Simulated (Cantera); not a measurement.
An isothermal plug-flow reactor at 550 K and 4.93 atm (inlet), inlet velocity 0.16 m/s, active area per volume 820 1/m; feed CO : O₂ : N₂ = 0.0098 : 0.15 : 0.79 (molar parts).

Cantera simulation using Deutschmann's 1995 Pt surface mechanism with GRI-Mech 3.0 gas chemistry; the numbers are that mechanism's predictions, not measurements. Catalytic surfaces can have several steady states; this one follows from the mechanism file's or the stated starting coverage. Mass transfer to the wall is taken as infinitely fast.

What does this change do: temperature 550 to 1000 K?


| quantity | before | after |
|---|---|---|
| x(CO) at z = 0.0047 m | 0.0103 | <1e-12 |
| x(O₂) at z = 0.0047 m | 0.158 | 0.154 |
| x(H₂O) at z = 0.0047 m | <1e-12 | <1e-12 |
| x(CO₂) at z = 0.0047 m | 2.30e-5 | 0.0104 |
| θ(O*) at the exit | 0.996 | 0.891 |
